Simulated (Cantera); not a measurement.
An isothermal, constant-pressure homogeneous reactor starts with NH3 : H2 = 1 : 1.2 (molar parts), at 1775 K and 128 Torr. Integrator tolerance rtol = 1e-08.

Model: the gas-phase N/H chemistry of the illustrative SiF4/NH3 mechanism in the Surface Chemkin manual (1991), integrated in Cantera. Walls and surfaces, which speed up NH3 decomposition in real reactors, are not modelled.

**Question.** What does this change do: NH3 1 to 0.1 parts?

**Answer.** 
```
quantity                                             before                                     after
-----------------  ----------------------------------------  ----------------------------------------
x(NH3) at 7.00 s     0.0622 (gas-phase equilibrium 1.59e-6)    0.0211 (gas-phase equilibrium 9.27e-7)
x(H2) at 7.00 s         0.803 (gas-phase equilibrium 0.843)       0.953 (gas-phase equilibrium 0.964)
x(N) at 7.00 s     9.14e-8 (gas-phase equilibrium 2.22e-11)  7.30e-8 (gas-phase equilibrium 1.06e-11)
x(N2H2) at 7.00 s    6.49e-8 (gas-phase equilibrium <1e-12)    1.44e-8 (gas-phase equilibrium <1e-12)
x(N2) at 7.00 s         0.135 (gas-phase equilibrium 0.156)     0.0259 (gas-phase equilibrium 0.0357)
x(N2H4) at 7.00 s    2.24e-9 (gas-phase equilibrium <1e-12)   4.52e-10 (gas-phase equilibrium <1e-12)
x(NH) at 7.00 s    1.10e-6 (gas-phase equilibrium 1.25e-10)  6.55e-7 (gas-phase equilibrium 6.39e-11)
```

**Question.** What does this change do: temperature 1775 to 1500 K?

**Answer.** 
```tsv
quantity	before	after
x(NH3) at 7.00 s	0.0622 (gas-phase equilibrium 1.59e-6)	0.437 (gas-phase equilibrium 3.18e-6)
x(H2) at 7.00 s	0.803 (gas-phase equilibrium 0.843)	0.557 (gas-phase equilibrium 0.844)
x(N) at 7.00 s	9.14e-8 (gas-phase equilibrium 2.22e-11)	2.27e-9 (gas-phase equilibrium <1e-12)
x(N2H2) at 7.00 s	6.49e-8 (gas-phase equilibrium <1e-12)	1.25e-7 (gas-phase equilibrium <1e-12)
x(N2) at 7.00 s	0.135 (gas-phase equilibrium 0.156)	0.00599 (gas-phase equilibrium 0.156)
x(N2H4) at 7.00 s	2.24e-9 (gas-phase equilibrium <1e-12)	1.72e-8 (gas-phase equilibrium <1e-12)
x(NH) at 7.00 s	1.10e-6 (gas-phase equilibrium 1.25e-10)	8.98e-8 (gas-phase equilibrium 1.48e-12)
```

**Question.** What does this change do: temperature 1775 to 1400 K?

**Answer.** 
| quantity | before | after |
|---|---|---|
| x(NH3) at 7.00 s | 0.0622 (gas-phase equilibrium 1.59e-6) | 0.452 (gas-phase equilibrium 4.38e-6) |
| x(H2) at 7.00 s | 0.803 (gas-phase equilibrium 0.843) | 0.547 (gas-phase equilibrium 0.844) |
| x(N) at 7.00 s | 9.14e-8 (gas-phase equilibrium 2.22e-11) | 2.84e-10 (gas-phase equilibrium <1e-12) |
| x(N2H2) at 7.00 s | 6.49e-8 (gas-phase equilibrium <1e-12) | 4.59e-8 (gas-phase equilibrium <1e-12) |
| x(N2) at 7.00 s | 0.135 (gas-phase equilibrium 0.156) | 0.000701 (gas-phase equilibrium 0.156) |
| x(N2H4) at 7.00 s | 2.24e-9 (gas-phase equilibrium <1e-12) | 1.07e-8 (gas-phase equilibrium <1e-12) |
| x(NH) at 7.00 s | 1.10e-6 (gas-phase equilibrium 1.25e-10) | 1.63e-8 (gas-phase equilibrium <1e-12) |
